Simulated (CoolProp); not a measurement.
A Linde-Hampson liquefier for methane: isothermal reversible compression at 250 K from 1 atm to 5 MPa, throttling to 1 atm, return gas leaving the recuperator 10 K below the feed. Each further row changes one setting.

Computed with CoolProp (reference Helmholtz-energy equation of state, Setzmann 1991).

```tsv
case	liquid yield per pass	compression work (kJ/kg of gas)
as stated	0.065	485
high pressure 10 MPa	0.177	553
warm-end temperature 280 K	0.041	551
warm-end gap 15 K	0.052	485
```
